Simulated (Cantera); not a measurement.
Charge: 1 mol FeCl2, 2.3 mol HCl, 6.3 mol N2, at 1123.15 K and 0.133 bar.

Equilibrium computed with Cantera from the NASA thermochemical tables; the gas is ideal and each condensed phase is pure. Candidate condensed phases: Fe, FeCl2, FeCl3, NH4Cl; 18 gas species. Equilibrium is a limit: real reactors are often held back by kinetics, nucleation or transport.

Base state: N2 0.658, HCl 0.240, FeCl2 0.0993, Fe2Cl4 0.00229, FeCl3 0.000613, H2 0.000307 (mole fractions); condensed: gas only.

Q: What changes in the equilibrium state with this change: pressure from 0.133 bar to 7.70 mbar?

A: 
```tsv
species	before	after
N2	0.658	0.656
HCl	0.240	0.239
FeCl2	0.0993	0.104
Fe2Cl4	0.00229	0.000144
FeCl3	0.000613	0.000241
H2	0.000307	0.000125
```
